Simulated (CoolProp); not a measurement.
A Linde-Hampson liquefier for nitrogen: isothermal reversible compression at 290 K from 1 atm to 20 MPa, throttling to 1 atm, return gas leaving the recuperator 0 K below the feed. Each further row changes one setting.

Model: reference Helmholtz-energy equation of state, Span 2000, in CoolProp.

| case | liquid yield per pass | compression work (kJ/kg of gas) |
|---|---|---|
| as stated | 0.082 | 455 |
| high pressure 40 MPa | [?] | 522 |
| warm-end temperature 320 K | [?] | [?] |
| warm-end gap 5 K | 0.071 | 455 |

Task: Complete the blanks.

Result: 
- high pressure 40 MPa, liquid yield per pass: 0.102
- warm-end temperature 320 K, liquid yield per pass: 0.060
- warm-end temperature 320 K, compression work (kJ/kg of gas): 505
